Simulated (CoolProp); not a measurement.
R141b at 466.47 K and 2.86 MPa is throttled through a valve to 0.425 MPa with no heat exchange. Each further row changes one setting.

Model: reference Helmholtz-energy equation of state, Lemmon 2006, in CoolProp. It is a short technical equation, of lower accuracy than the large ones.

```tsv
case	temperature change (K)	final density (kg/m³)
as stated	?	?
outlet pressure 0.128 MPa	?	?
outlet pressure 0.552 MPa	?	?
```

Task: Complete the blanks.

Result: 
- as stated, temperature change (K): -34.8
- as stated, final density (kg/m³): 14.5
- outlet pressure 0.128 MPa, temperature change (K): -38.5
- outlet pressure 0.128 MPa, final density (kg/m³): 4.27
- outlet pressure 0.552 MPa, temperature change (K): -33.2
- outlet pressure 0.552 MPa, final density (kg/m³): 19.1
